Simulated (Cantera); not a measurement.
A jet of CH4 : O2 : N2 = 0.014 : 0.15 : 0.79 (molar parts), equivalence ratio 0.19 at 300 K and 0.440 bar hits a platinum plate 8.4 cm away at a mass flux of 0.071 kg/m²/s; the plate temperature is set and raised in steps from an oxygen-covered start.

Model: Deutschmann's 1995 Pt surface mechanism with GRI-Mech 3.0 gas chemistry, integrated in Cantera. Catalytic surfaces can have several steady states; this one follows from the mechanism file's or the stated starting coverage.

x: mole fraction at the wall; θ: surface coverage.

| plate T (K) | wall x CH4 | wall x O2 | wall x H2O | wall x OH | wall x CO | wall x CO2 | θ free Pt | θ O* | θ OH* |
|---|---|---|---|---|---|---|---|---|---|
| 950 | 0.00490 | 0.136 | 0.0182 | [?] | 1.99e-6 | 0.0119 | 0.170 | 0.829 | 0.00182 |
| 1000 | 0.00310 | 0.133 | 0.0214 | [?] | 1.68e-6 | 0.0141 | 0.225 | 0.773 | 0.00183 |
| 1050 | 0.00188 | 0.130 | 0.0235 | [?] | 2.31e-6 | 0.0153 | 0.284 | 0.715 | 0.00174 |
| 1100 | 0.00115 | 0.129 | 0.0248 | [?] | 2.86e-6 | 0.0162 | 0.343 | 0.655 | 0.00162 |
| 1150 | 0.000660 | 0.128 | 0.0258 | [?] | 3.44e-6 | 0.0168 | 0.402 | 0.596 | 0.00148 |
| 1200 | 0.000328 | 0.127 | 0.0265 | [?] | 3.82e-6 | 0.0172 | 0.460 | 0.539 | 0.00134 |
| 1250 | 0.000118 | 0.127 | 0.0271 | [?] | 3.73e-6 | 0.0174 | 0.515 | 0.483 | 0.00121 |

### Question
What belongs in the gaps?

### Answer

- 950, wall x OH: 4.56e-8
- 1000, wall x OH: 1.21e-7
- 1050, wall x OH: 3.11e-7
- 1100, wall x OH: 6.66e-7
- 1150, wall x OH: 1.31e-6
- 1200, wall x OH: 2.42e-6
- 1250, wall x OH: 4.28e-6
